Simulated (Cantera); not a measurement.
A closed system holds: 1 mol AlCl3, 0.22 mol NH3, 21 mol N2, at 1925 K and 7.50 Torr.

Equilibrium computed with Cantera from the NASA thermochemical tables; the gas is ideal and each condensed phase is pure. Candidate condensed phases: Al, AlCl3, AlN, NH4Cl; 20 gas species. The tables' values for AlCl2 are old estimates; treat these amounts as uncertain. Kinetics and transport are ignored.

Base state: N2 0.918, HCl 0.0277, AlCl3 0.0193, AlCl 0.0135, AlCl2 0.0107, Cl 0.00991, H2 0.000404, H 0.000192 (mole fractions); condensed: gas only.

Question: What changes in the equilibrium state with this change: temperature from 1925 K to 673 K?

Answer: 
```json
[
 {"species": "N2", "before": "0.918", "after": "0.939"},
 {"species": "AlCl3", "before": "0.0193", "after": "0.0366"},
 {"species": "HCl", "before": "0.0277", "after": "0.0161"},
 {"species": "AlCl", "before": "0.0135", "after": "<1e-9"},
 {"species": "AlCl2", "before": "0.0107", "after": "<1e-9"},
 {"species": "Cl", "before": "0.00991", "after": "<1e-9"},
 {"species": "Al2Cl6", "before": "<1e-9", "after": "0.00133"},
 {"species": "H", "before": "0.000192", "after": "<1e-9"},
 {"species": "H2", "before": "0.000404", "after": "0.00668"},
 {"species": "AlN(s), mol", "before": "0", "after": "0.120"}
]
```

Question: What changes in the equilibrium state with this change: pressure from 7.50 Torr to 743 Torr?

Answer: 
```csv
species,before,after
N2,0.918,0.931
AlCl3,0.0193,0.0302
HCl,0.0277,0.0192
Cl,0.00991,0.000197
AlCl,0.0135,0.00544
AlCl2,0.0107,0.00849
H2,0.000404,0.00495
H,0.000192,6.76e-5
```
